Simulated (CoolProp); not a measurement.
Saturated liquid density (kg/m³) of cyclopentane: the reference equation beside estimates from Tc = 238.6 °C, pc = 4.583 MPa, ω = 0.202.

Values from CoolProp's reference Helmholtz-energy equation of state, Gedanitz 2015.

```tsv
T (°C)	reference	van der Waals	Soave-Redlich-Kwong
111.25	645.8	410.9	609.4
113.95	642.4	408.7	605.5
116.65	639.0	406.5	601.6
119.35	635.6	404.2	597.6
121.95	632.2	402.0	593.7
124.65	628.7	399.7	589.5
127.35	625.2	397.3	585.4
130.05	621.6	394.9	581.1
132.65	618.1	392.6	576.9
135.35	614.4	390.1	572.5
138.05	610.7	387.6	568.1
140.75	606.9	385.1	563.5
143.35	603.3	382.7	559.1
146.05	599.4	380.1	554.4
148.75	595.5	377.4	549.6
```

Absolute difference from the reference over all 15 rows, mean and median: van der Waals 36.5 and 36.5 %, Soave-Redlich-Kwong 6.6 and 6.5 %.
